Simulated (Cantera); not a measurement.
Charge: 1 mol Pb, 6.4 mol CO₂, 2.8 mol H₂, at 1000 K and 1330 Pa.

Equilibrium computed with Cantera from the NASA thermochemical tables; the gas is ideal and each condensed phase is pure. Candidate condensed phases: C, C₆H₆, C₇H₈, C₈H₁₈, H₂O, Pb, PbO, PbO₂, Pb₃O₄; 113 gas species. The numbers say what is thermodynamically allowed, not how fast it happens.

Base state: CO₂ 0.500, CO 0.195, H₂O 0.195, H₂ 0.109, Pb 0.00121 (mole fractions); condensed: Pb(l).

Question: What changes in the equilibrium state with this change: Pb replaced by Fe?

Answer: 
```
species       before  after
-----------  -------  -----
CO₂            0.500  0.427
CO             0.195  0.269
H₂O            0.195  0.160
H₂             0.109  0.144
Pb           0.00121      0
Pb(l), mol     0.989      0
FeO(s), mol        0   1.00
```
The tables' stoichiometric FeO is somewhat more stable than real wüstite, so its field is too wide. FeO: taken at fixed stoichiometry. Further candidate phases: Fe, Fe(CO)₅, FeO, Fe(OH)₂, Fe(OH)₃, Fe₂O₃, Fe₃O₄.
